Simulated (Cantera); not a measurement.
An isothermal, constant-pressure homogeneous reactor starts with 95.5 % N2O, 4.49 % H2O, at 1398 K and 0.132 atm.

Model: GRI-Mech 3.0 (53 species, 325 reactions), integrated in Cantera. GRI-Mech 3.0 was tuned for natural gas; its chemistry of N2O as a main component is partial and can be far from experiment. The mechanism lacks the step 2 NO + O2 → 2 NO2, which can matter for NO2 below about 1400 K. The temperature is held fixed by assumption; the heat of reaction is taken as removed at once.

x: mole fraction; the columns are a selection and need not sum to one.

```csv
t (s),x N2O,x H2O,x O2,x HO2,x H2,x NO
3.00e-5,0.955,0.0449,1.14e-5,2.65e-8,3.70e-11,5.58e-6
0.000118,0.955,0.0449,8.31e-5,8.14e-7,3.87e-9,4.04e-5
0.000460,0.954,0.0448,0.000391,1.01e-5,1.31e-7,0.000186
0.00180,0.949,0.0447,0.00167,1.78e-5,9.15e-7,0.000726
0.00706,0.931,0.0445,0.00670,1.21e-5,1.18e-6,0.00270
0.0277,0.864,0.0434,0.0253,6.47e-6,6.68e-7,0.00999
0.108,…,0.0403,…,…,…,…
0.425,…,…,…,…,…,…
1.66,0.0191,0.0306,0.268,6.14e-8,4.82e-7,0.0979
6.52,3.07e-5,0.0304,0.274,3.61e-8,7.11e-8,0.0981
25.5,2.29e-6,0.0304,0.274,3.61e-8,7.02e-8,0.0979
100,2.27e-6,0.0304,0.274,3.62e-8,7.02e-8,0.0975
```

Task: Complete the blanks.

Result: 
- 0.108, x N2O: 0.658
- 0.108, x O2: 0.0835
- 0.108, x HO2: 2.19e-6
- 0.108, x H2: 5.53e-7
- 0.108, x NO: 0.0328
- 0.425, x N2O: 0.266
- 0.425, x H2O: 0.0344
- 0.425, x O2: 0.195
- 0.425, x HO2: 4.32e-7
- 0.425, x H2: 6.67e-7
- 0.425, x NO: 0.0750
